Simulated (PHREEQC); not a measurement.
A solution holds 0.078 mol Pb(NO3)2, 0.02 mol ZnCl2 and 4.8e-05 mol H2SO4 per kg of water, at 40 °C. Closed to the air; pH follows from the charge balance.

Computed with PHREEQC (ion-association model, wateq4f.dat).

Precipitation was switched off in this run.

Order these Pb species by the share of Pb that they hold, largest first: Pb+2, PbNO3+, PbCl+, PbCl2.

Pb+2 (52 %), PbNO3+ (28 %), PbCl+ (20 %), PbCl2 (0.27 %)

The pH is 4.06 and the ionic strength 0.218 mol/kgw. Saturation is exceeded, for instance for Anglesite; the values hold only as long as no solid forms. Complexes and solids missing from the database can't appear. At this temperature some constants are extrapolated from 25 °C, and those without enthalpy data are left unchanged.
